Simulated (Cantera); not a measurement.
**SiH4 + N2 + H2O (silicon nitride deposition)**

Charge: 1 mol SiH4, 26 mol N2, 0.0013 mol H2O, equilibrated at 0.133 bar.

Cantera equilibrium calculation (NASA polynomials, part measured and part estimated; ideal gas, pure solids and liquids). Candidate condensed phases: H2O, Si, SiO2, Si2N2O, Si3N4; 35 gas species. N2 is the only nitrogen source here; it is nearly inert below about 1500 K, so the nitride shown seldom forms there in practice. Mutual solubility and eutectic melting of coexisting phases are not modelled. The numbers say what is thermodynamically allowed, not how fast it happens.

```
T (°C)   x N2    x H2       x H     x SiO    x NH3      x Si     x SiN  n Si2N2O(s)  n Si3N4(s)
------  -----  ------  --------  --------  -------  --------  --------  -----------  ----------
827     0.927  0.0732   1.92e-8    <1e-12  8.08e-7    <1e-12    <1e-12      0.00130       0.332
902     0.927  0.0732   9.08e-8  1.20e-12  5.48e-7    <1e-12    <1e-12      0.00130       0.332
977     0.927  0.0732   3.58e-7  4.31e-11  3.88e-7    <1e-12    <1e-12      0.00130       0.332
1052    0.927  0.0732   1.21e-6   1.02e-9  2.86e-7    <1e-12    <1e-12      0.00130       0.332
1127    0.927  0.0732   3.60e-6   1.72e-8  2.17e-7  7.97e-12  5.69e-12      0.00130       0.332
1202    0.927  0.0732   9.61e-6   2.15e-7  1.70e-7  1.63e-10  8.21e-11      0.00129       0.332
1277    0.927  0.0732   2.33e-5   2.10e-6  1.36e-7   2.48e-9  9.12e-10      0.00124       0.332
1352    0.927  0.0732   5.23e-5   1.65e-5  1.11e-7   2.92e-8   8.07e-9     0.000849       0.333
1427    0.927  0.0732  0.000109   4.75e-5  9.24e-8   2.76e-7   5.87e-8            0       0.333
```
x: gas mole fraction; n: condensed amount in mol.

From 827 °C to 1352 °C the condensed part is Si2N2O(s) + Si3N4(s). At 1427 °C the condensed part is Si3N4(s).
